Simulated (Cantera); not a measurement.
A closed system holds: 1 mol SiHCl3, 11 mol N2, 0.74 mol HCl, at 6100 Pa.

Equilibrium computed with Cantera from the NASA thermochemical tables; the gas is ideal and each condensed phase is pure. Candidate condensed phases: NH4Cl, Si, Si3N4; 28 gas species. N2 is the only nitrogen source here; it is nearly inert below about 1500 K, so the nitride shown seldom forms there in practice. The tables' values for SiCl3 are old estimates; treat these amounts as uncertain. Equilibrium is a limit: real reactors are often held back by kinetics, nucleation or transport.

x: gas mole fraction; n: condensed amount in mol.

```
T (°C)   x N2   x HCl   x SiCl2  x SiCl4    x H2   x SiCl3  n Si3N4(s)
------  -----  ------  --------  -------  ------  --------  ----------
775     0.834   0.103   2.23e-6   0.0469  0.0162   7.55e-5       0.132
825     0.834   0.104   9.64e-6   0.0464  0.0154  0.000178       0.133
875     0.833   0.106   3.66e-5   0.0458  0.0147  0.000390       0.134
925     0.833   0.107  0.000123   0.0452  0.0141  0.000794       0.135
975     0.833   0.108  0.000376   0.0442  0.0136   0.00152       0.135
1025    0.832   0.108   0.00104   0.0427  0.0132   0.00272       0.133
1075    0.831   0.108   0.00263   0.0403  0.0130   0.00459       0.128
1125    0.829   0.108   0.00606   0.0364  0.0129   0.00718           …
1175    0.826   0.107    0.0127   0.0306  0.0131    0.0103           …
1225    0.822   0.104    0.0236   0.0230  0.0138    0.0130           …
1275    0.817  0.0994    0.0387   0.0147  0.0151    0.0143           …
1325    0.813  0.0970    0.0513  0.00886  0.0157    0.0136           0
1375    0.811   0.102    0.0544  0.00651  0.0129    0.0127           0
1425    0.809   0.106    0.0570  0.00475  0.0108    0.0117           0
```

Question: What belongs in the gaps?

Answer: 
- 1125, n Si3N4(s): 0.117
- 1175, n Si3N4(s): 0.0987
- 1225, n Si3N4(s): 0.0694
- 1275, n Si3N4(s): 0.0302
